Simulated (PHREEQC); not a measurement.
A PHREEQC speciation (ion-association model, phreeqc.dat) at 20 °C gives pH 10.24 and these molalities:

```tsv
species	mol/kgw
NH3	0.000829
OH-	0.000121
NH4+	0.000121
```

### Question
What are the element totals, and what could have been dissolved in 1 kg of water to give them?

### Answer
This is not unique; one that fits is totals N(-3) 0.000950 mol/kgw, from 0.00095 mol NH3 per kg of water.

This is a speciation only: nothing precipitates in the calculation.
